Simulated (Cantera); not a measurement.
Equilibrium for carbon deposition, reforming and gasification: acetone + O₂ + N₂

A closed system holds: 1 mol acetone, 0.027 mol O₂, 0.69 mol N₂, equilibrated at 523.15 K and 55.0 bar.

Method: chemical equilibrium by Gibbs-energy minimisation in Cantera with the NASA 1993 tables (ideal gas, pure condensed phases). Candidate condensed phases: C, C₆H₆, C₇H₈, C₈H₁₈, H₂O; 136 gas species. The feed counts by its element totals alone. The ideal-gas law is rough above about 30 bar. Equilibrium is a limit: real reactors are often held back by kinetics, nucleation or transport.

```
Item               Result
--------------  ---------
x(CH₄)              0.382
x(H₂O)              0.335
x(N₂)               0.253
x(CO₂)             0.0262
x(H₂)             0.00256
x(NH₃)           0.000669
x(C₂H₆)           4.41e-6
x(CO)             2.23e-6
n(C(graphite))   1.89 mol
gas amount      2.720 mol
```
